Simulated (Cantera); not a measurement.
Input: 1 mol Si2Cl6, 0.41 mol HCl, 270 mol H2, held at 1.30 bar.

Method: chemical equilibrium by Gibbs-energy minimisation in Cantera with the NASA 1993 tables (ideal gas, pure condensed phases). Candidate condensed phases: Si; 19 gas species. The feed counts by its element totals alone. The tables' values for SiCl3 are old estimates; treat these amounts as uncertain. Kinetics and transport are ignored. All values below are at 1475 K.

Base state: H2 0.978, HCl 0.0201, SiCl2 0.00130, SiHCl3 9.38e-5, SiCl3 8.81e-5, SiH2Cl2 6.79e-5, SiCl4 2.04e-5, SiH3Cl 1.44e-5 (mole fractions); condensed: Si(s).

Question: What changes in the equilibrium state with this change: Si2Cl6 replaced by SiH4?

Answer: 
```json
[
 {"species": "H2", "before": "0.978", "after": "0.998"},
 {"species": "HCl", "before": "0.0201", "after": "0.00149"},
 {"species": "H", "before": "1.13e-5", "after": "1.14e-5"},
 {"species": "SiCl2", "before": "0.00130", "after": "6.99e-6"},
 {"species": "SiCl4", "before": "2.04e-5", "after": "<1e-9"},
 {"species": "SiCl3", "before": "8.81e-5", "after": "3.49e-8"},
 {"species": "SiHCl3", "before": "9.38e-5", "after": "3.75e-8"},
 {"species": "Si(s), mol", "before": "1.57", "after": "0.997"}
]
```
